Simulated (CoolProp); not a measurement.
Saturated liquid density (kg/m³) of methanol: the reference equation beside estimates from Tc = 513.4 K, pc = 8.216 MPa, ω = 0.565. Rackett uses Z = 0.29056 − 0.08775 ω.

Values from CoolProp's reference Helmholtz-energy equation of state, de Reuck 1993.

```csv
T (K),reference,Rackett,van der Waals,Redlich-Kwong,Soave-Redlich-Kwong,Peng-Robinson
403.1,674.5,640.3,…,459.2,506.6,574.0
406.1,670.5,635.7,321.3,455.3,…,569.7
409.2,666.3,630.9,319.0,451.2,498.5,565.0
412.2,662.2,…,316.7,447.1,494.4,560.5
415.2,657.9,…,314.5,443.0,490.2,555.7
418.3,653.4,616.4,312.1,438.7,…,550.8
421.3,649.0,611.4,309.7,434.5,481.3,545.8
424.3,644.5,606.4,307.3,430.1,476.8,540.7
427.4,639.7,601.2,304.8,425.6,472.0,535.3
430.4,634.9,596.0,302.3,421.1,467.2,530.0
433.4,…,…,299.8,416.6,462.4,524.5
436.5,624.8,585.3,297.1,411.7,457.2,518.6
439.5,619.7,579.8,294.5,407.0,452.0,512.8
442.5,614.4,574.3,291.8,402.1,446.8,506.8
```

**Question.** Complete the blanks.

**Answer.** 
- 403.1, van der Waals: 323.4
- 406.1, Soave-Redlich-Kwong: 502.7
- 412.2, Rackett: 626.1
- 415.2, Rackett: 621.4
- 418.3, Soave-Redlich-Kwong: 485.7
- 433.4, reference: 630.0
- 433.4, Rackett: 590.8

Absolute difference from the reference over all 14 rows, mean and median: Rackett 5.8 and 5.9 %, van der Waals 52.3 and 52.3 %, Redlich-Kwong 33.2 and 33.2 %, Soave-Redlich-Kwong 26.0 and 25.9 %, Peng-Robinson 16.1 and 16.0 %.
